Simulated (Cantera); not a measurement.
Mixture: H2 : O2 : N2 = 1 : 0.417 : 2.17 (molar parts), equivalence ratio 1.2, at 760 Torr, adiabatic and at constant pressure. Ignition delay is the time to a rise of 400 K.

Model: the H2/O2 subset of GRI-Mech 3.0, which has no nitrogen chemistry, integrated in Cantera. Where the delays flatten at high temperature, the 400 K rule measures the pace of heat release, not the induction time.

Q: Predict: delay at 1225 K; delay at 1300 K; delay at 1375 K; delay at 1450 K; delay at 1525 K; delay at 1600 K.

A: 
```
Property          Result
---------------  -------
delay at 1225 K  51.6 µs
delay at 1300 K  38.0 µs
delay at 1375 K  30.3 µs
delay at 1450 K  25.9 µs
delay at 1525 K  23.4 µs
delay at 1600 K  22.3 µs
```
